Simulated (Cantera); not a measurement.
What does this Cantera script print?

```python
import numpy as np
import cantera as ct

gas = ct.Solution("gri30.yaml")
gas.TPX = 2425, 29000, {'CH4': 0.028, 'H2': 1, 'CO2': 0.0055}
reactor = ct.IdealGasConstPressureReactor(gas, energy="off", clone=False)
net = ct.ReactorNet([reactor])
net.rtol, net.atol = 1e-08, 1e-18
show = ['CH4', 'H2', 'CO2', 'CH2', 'CO']
times = np.geomspace(0.0002, 10, 13)

steps = ct.SolutionArray(gas, extra=["t"])
rows = []
print(f"{'t/s':>10s}{'T/K':>9s}{'P/Pa':>11s}" + "".join(f"{s:>11s}" for s in show))
for t in times:
    while net.time < t:
        t_next = net.step()
        steps.append(gas.state, t=t_next)
    rows.append([np.interp(t, steps.t, y) for y in (steps.T, steps.P, *steps(*show).X.T)])
    print(f"{t:10.3e}{rows[-1][0]:9.1f}{rows[-1][1]:11.4g}" + "".join(f"{x:11.3e}" for x in rows[-1][2:]))
rate = np.gradient(steps.T, steps.t)
print("integrator steps:", len(steps.t))
if steps.T.max() > steps.T[0] + 200:
    print(f"time of steepest temperature rise: {steps.t[rate.argmax()]:.4e} s")
gas.TPX = 2425, 29000, {'CH4': 0.028, 'H2': 1, 'CO2': 0.0055}
gas.equilibrate("TP")
print(f"equilibrium (TP): T = {gas.T:.1f} K  " + "  ".join(f"{s} {gas[s].X[0]:.3e}" for s in show))
```

It prints:

```
       t/s      T/K       P/Pa        CH4         H2        CO2        CH2         CO
 2.000e-04   2425.0    2.9e+04  7.244e-03  9.500e-01  1.621e-04  8.547e-05  5.215e-03
 4.927e-04   2425.0    2.9e+04  2.233e-03  9.501e-01  4.602e-06  4.124e-05  5.672e-03
 1.214e-03   2425.0    2.9e+04  7.293e-04  9.485e-01  4.281e-06  1.822e-05  6.368e-03
 2.991e-03   2425.0    2.9e+04  4.010e-04  9.472e-01  3.347e-06  1.190e-05  7.707e-03
 7.368e-03   2425.0    2.9e+04  2.321e-04  9.470e-01  1.379e-06  7.488e-06  9.313e-03
 1.815e-02   2425.0    2.9e+04  8.967e-05  9.469e-01  1.173e-07  3.019e-06  1.008e-02
 4.472e-02   2425.0    2.9e+04  5.192e-05  9.469e-01  3.728e-10  1.764e-06  1.014e-02
 1.102e-01   2425.0    2.9e+04  5.166e-05  9.469e-01  1.219e-10  1.756e-06  1.014e-02
 2.714e-01   2425.0    2.9e+04  5.166e-05  9.469e-01  1.219e-10  1.756e-06  1.014e-02
 6.687e-01   2425.0    2.9e+04  5.166e-05  9.469e-01  1.219e-10  1.756e-06  1.014e-02
 1.648e+00   2425.0    2.9e+04  5.166e-05  9.469e-01  1.219e-10  1.756e-06  1.014e-02
 4.059e+00   2425.0    2.9e+04  5.166e-05  9.469e-01  1.219e-10  1.756e-06  1.014e-02
 1.000e+01   2425.0    2.9e+04  5.166e-05  9.469e-01  1.219e-10  1.756e-06  1.014e-02
integrator steps: 1215
equilibrium (TP): T = 2425.0 K  CH4 5.204e-05  H2 9.469e-01  CO2 1.231e-10  CH2 1.769e-06  CO 1.014e-02
```

Cantera simulation using GRI-Mech 3.0 (53 species, 325 reactions); the numbers are that mechanism's predictions, not measurements. GRI-Mech 3.0 stops at C3 and has no aromatics, soot or wall deposition, so with more carbon than oxygen in the feed, carbon stays in small species such as C2H2 where larger ones or solid carbon would form.
